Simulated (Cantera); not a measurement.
**Reactions in the system N-O-Ta**

Source: NASA polynomial tables (part measured, part estimated), evaluated in Cantera. Values are per mole of reaction as written; species without (g) are pure solids or liquids, kept so even where they would boil at 1 bar.

2 N₂O(g) + TaO₂(g) = 4 NO(g) + Ta

| T (K) | ΔH° (kJ) | ΔS° (J/K) | ΔG° (kJ) | log10 K |
|---|---|---|---|---|
| 898 | 405.8 | 172.3 | 251.1 | -14.61 |
| 998 | 405.6 | 172.1 | 233.9 | -12.24 |
| 1098 | 405.4 | 171.8 | 216.7 | -10.31 |
| 1198 | 405.1 | 171.6 | 199.5 | -8.70 |
| 1298 | 404.8 | 171.4 | 182.3 | -7.34 |
| 1398 | 404.6 | 171.2 | 165.2 | -6.17 |
| 1498 | 404.3 | 171.0 | 148.1 | -5.16 |
| 1598 | 404.0 | 170.8 | 131.0 | -4.28 |
| 1698 | 403.7 | 170.7 | 113.9 | -3.51 |
| 1798 | 403.5 | 170.5 | 96.9 | -2.81 |
| 1898 | 403.2 | 170.4 | 79.8 | -2.20 |
